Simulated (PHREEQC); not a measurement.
Consider water at 20 °C with 16 mmol/kgw HCl and 0.085 mmol/kgw CuCl2. Closed to the air; pH follows from the charge balance.

Equilibrium calculation in PHREEQC: ion-association model, phreeqc.dat.

Each row changes one thing in this solution. This is a speciation only: nothing precipitates in the calculation.

| case | pH | CuCl+ (mol/kgw) | CuOH+ (mol/kgw) |
|---|---|---|---|
| as made | 1.84 | 1.75e-6 | 4.09e-11 |
| diluted 100-fold with water | 3.80 | 2.72e-10 | [?] |
| CuCl2 from 8.5e-05 to 0.000128 mol/kgw | 1.84 | 2.65e-6 | 6.16e-11 |
| temperature from 20 to 30 °C | 1.84 | [?] | 4.02e-11 |
| diluted 5-fold with water | 2.52 | [?] | 4.68e-11 |
| CuCl2 from 8.5e-05 to 0.000425 mol/kgw | 1.84 | [?] | [?] |

Q: Fill in the missing entries.

A: 
- diluted 100-fold with water, CuOH+ (mol/kgw): 5.16e-11
- temperature from 20 to 30 °C, CuCl+ (mol/kgw): 2.80e-6
- diluted 5-fold with water, CuCl+ (mol/kgw): 9.03e-8
- CuCl2 from 8.5e-05 to 0.000425 mol/kgw, CuCl+ (mol/kgw): 9.03e-6
- CuCl2 from 8.5e-05 to 0.000425 mol/kgw, CuOH+ (mol/kgw): 2.03e-10
